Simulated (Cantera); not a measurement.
**Adiabatic ignition**

An adiabatic, constant-volume homogeneous reactor starts with CH3OH : O2 : N2 : H2O = 1 : 1 : 3.76 : 0.82 (molar parts), at 1775 K and 1.10 bar.

Model: GRI-Mech 3.0 (53 species, 325 reactions), integrated in Cantera. GRI-Mech 3.0 was tuned for natural gas; its chemistry of methanol as a main component is partial and can be far from experiment.

| t (s) | T (K) | P (bar) | x CH3OH | x O2 | x H2O | x H | x OH | x H2O2 |
|---|---|---|---|---|---|---|---|---|
| 3.00e-6 | 1774 | 1.10 | 0.147 | 0.149 | 0.126 | 2.76e-5 | 4.77e-5 | 0.000104 |
| 1.05e-5 | 1882 | 1.23 | 0.0867 | 0.120 | 0.154 | 0.000288 | 0.000414 | 0.000797 |
| 3.67e-5 | 2723 | 2.04 | <1e-12 | 0.0103 | 0.257 | 0.0286 | 0.0271 | 4.04e-7 |
| 0.000128 | 2886 | 2.13 | <1e-12 | 0.00702 | 0.270 | 0.0198 | 0.0240 | 4.79e-7 |
| 0.000448 | 2881 | 2.13 | <1e-12 | 0.00656 | 0.270 | 0.0195 | 0.0233 | 4.59e-7 |
| 0.00157 | 2876 | 2.12 | <1e-12 | 0.00618 | 0.270 | 0.0192 | 0.0226 | 4.41e-7 |
| 0.00548 | 2876 | 2.12 | <1e-12 | 0.00616 | 0.270 | 0.0192 | 0.0226 | 4.40e-7 |
| 0.0191 | 2876 | 2.12 | <1e-12 | 0.00616 | 0.270 | 0.0192 | 0.0226 | 4.40e-7 |
| 0.0669 | 2876 | 2.12 | <1e-12 | 0.00616 | 0.270 | 0.0192 | 0.0226 | 4.40e-7 |
| 0.234 | 2876 | 2.12 | <1e-12 | 0.00616 | 0.270 | 0.0192 | 0.0226 | 4.40e-7 |
| 0.818 | 2876 | 2.12 | <1e-12 | 0.00616 | 0.270 | 0.0192 | 0.0226 | 4.40e-7 |
| 2.86 | 2876 | 2.12 | <1e-12 | 0.00616 | 0.270 | 0.0192 | 0.0226 | 4.40e-7 |
| 10.0 | 2876 | 2.12 | <1e-12 | 0.00616 | 0.270 | 0.0192 | 0.0226 | 4.40e-7 |
x: mole fraction; the columns are a selection and need not sum to one.

- time of steepest temperature rise = 13.7 µs
- temperature at 10.0 s = 2876 K
- equilibrium temperature = 2876 K
- x(CH3OH) at 10.0 s = <1e-12 (gas-phase equilibrium <1e-12)
- x(O2) at 10.0 s = 0.00616 (gas-phase equilibrium 0.00616)
- x(H2O) at 10.0 s = 0.270 (gas-phase equilibrium 0.270)
